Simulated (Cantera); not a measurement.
A Cantera script and what it prints.

```python
import numpy as np
import cantera as ct

gas_names = [...]  # 47 gases of nasa_gas.yaml made of Cl, H, N, O, Si
cond_names = """
    H2O(s) H2O(L) NH4CL(a) NH4CL(b) Si(cr) Si(L) SiO2(Lqz) SiO2(hqz) SiO2(L) Si2N2O(s) Si3N4(a)
""".split()


# ... load() reads the species with a 1 bar reference pressure and builds the phases ...
atoms = {
    'SiCl4': {'Si': 1, 'CL': 4},
    'H2O': {'H': 2, 'O': 1},
    'N2': {'N': 2},
    'O2': {'O': 2},
}
top_T = {'Si2N2O(s)': 2100, 'Si3N4(a)': 2400}  # K; cautious upper limits of use, not melting points


# ... equilibrate(T, P, feed) seeds the gas with the atoms and calls Mixture.equilibrate('TP', solver="vcs", rtol=1e-11, max_steps=5000) ...
results = []
T = 1498  # K
P = 2300  # Pa
for m in [0.088, 0.17, 0.26, 0.34, 0.43, 0.51, 0.6, 0.68, 0.76, 0.85, 0.93, 1]:
    feed = {'SiCl4': 1, 'H2O': 0.25, 'N2': 10, 'O2': m}  # mol
    mix = equilibrate(T, P, feed)
    results.append((T, P, feed, dict(zip(mix.species_names, mix.species_moles))))
    x = sorted(zip(gas.X, gas.species_names), reverse=True)
    print(f"T = {T:g} K  P = {P:g} Pa  n(O2) = {m:g} mol  gas = {mix.phase_moles(0):.4g} mol")
    print("   x: " + "  ".join(f"{s} {v:.3e}" for v, s in x if v > 0.0001))
    print("   condensed (mol): " + ("  ".join(f"{mix.phase(i).name} {mix.phase_moles(i):.4g}"
          for i in range(1, mix.n_phases) if mix.phase_moles(i) > 1e-12) or "none"))
```

Result:

```
T = 1498 K  P = 2300 Pa  n(O2) = 0.088 mol  gas = 11.6 mol
   x: N2 8.622e-01  SiCL4 6.763e-02  HCL 4.311e-02  CL 2.315e-02  CL2 3.711e-03  SiCL3 2.185e-04
   condensed (mol): SiO2(hqz) 0.213
T = 1498 K  P = 2300 Pa  n(O2) = 0.17 mol  gas = 11.77 mol
   x: N2 8.497e-01  SiCL4 5.978e-02  HCL 4.248e-02  CL 3.795e-02  CL2 9.972e-03  SiCL3 1.178e-04
   condensed (mol): SiO2(hqz) 0.295
T = 1498 K  P = 2300 Pa  n(O2) = 0.26 mol  gas = 11.94 mol
   x: N2 8.375e-01  SiCL4 5.143e-02  CL 5.107e-02  HCL 4.187e-02  CL2 1.805e-02
   condensed (mol): SiO2(hqz) 0.385
T = 1498 K  P = 2300 Pa  n(O2) = 0.34 mol  gas = 12.08 mol
   x: N2 8.275e-01  CL 6.103e-02  SiCL4 4.422e-02  HCL 4.138e-02  CL2 2.579e-02
   condensed (mol): SiO2(hqz) 0.465
T = 1498 K  P = 2300 Pa  n(O2) = 0.43 mol  gas = 12.24 mol
   x: N2 8.170e-01  CL 7.092e-02  HCL 4.085e-02  SiCL4 3.632e-02  CL2 3.482e-02
   condensed (mol): SiO2(hqz) 0.555
T = 1498 K  P = 2300 Pa  n(O2) = 0.51 mol  gas = 12.37 mol
   x: N2 8.082e-01  CL 7.884e-02  CL2 4.303e-02  HCL 4.041e-02  SiCL4 2.947e-02
   condensed (mol): SiO2(hqz) 0.635
T = 1498 K  P = 2300 Pa  n(O2) = 0.6 mol  gas = 12.52 mol
   x: N2 7.987e-01  CL 8.697e-02  CL2 5.237e-02  HCL 3.994e-02  SiCL4 2.195e-02
   condensed (mol): SiO2(hqz) 0.725
T = 1498 K  P = 2300 Pa  n(O2) = 0.68 mol  gas = 12.65 mol
   x: N2 7.907e-01  CL 9.365e-02  CL2 6.071e-02  HCL 3.953e-02  SiCL4 1.541e-02
   condensed (mol): SiO2(hqz) 0.805
T = 1498 K  P = 2300 Pa  n(O2) = 0.76 mol  gas = 12.77 mol
   x: N2 7.829e-01  CL 9.988e-02  CL2 6.906e-02  HCL 3.915e-02  SiCL4 8.998e-03
   condensed (mol): SiO2(hqz) 0.885
T = 1498 K  P = 2300 Pa  n(O2) = 0.85 mol  gas = 12.91 mol
   x: N2 7.745e-01  CL 1.064e-01  CL2 7.843e-02  HCL 3.872e-02  SiCL4 1.939e-03
   condensed (mol): SiO2(hqz) 0.9749
T = 1498 K  P = 2300 Pa  n(O2) = 0.93 mol  gas = 13.01 mol
   x: N2 7.688e-01  CL 1.079e-01  CL2 8.059e-02  HCL 3.843e-02  O2 4.129e-03  NO 1.678e-04
   condensed (mol): SiO2(hqz) 1
T = 1498 K  P = 2300 Pa  n(O2) = 1 mol  gas = 13.08 mol
   x: N2 7.645e-01  CL 1.075e-01  CL2 8.004e-02  HCL 3.821e-02  O2 9.407e-03  NO 2.526e-04
   condensed (mol): SiO2(hqz) 1
```

Method: chemical equilibrium by Gibbs-energy minimisation in Cantera with the NASA 1993 tables (ideal gas, pure condensed phases). The tables' values for SiCl3 are old estimates; treat these amounts as uncertain. The tables hold silica as quartz up to 1696 K and as liquid above; real silica turns to tridymite and cristobalite and melts near 1996 K.
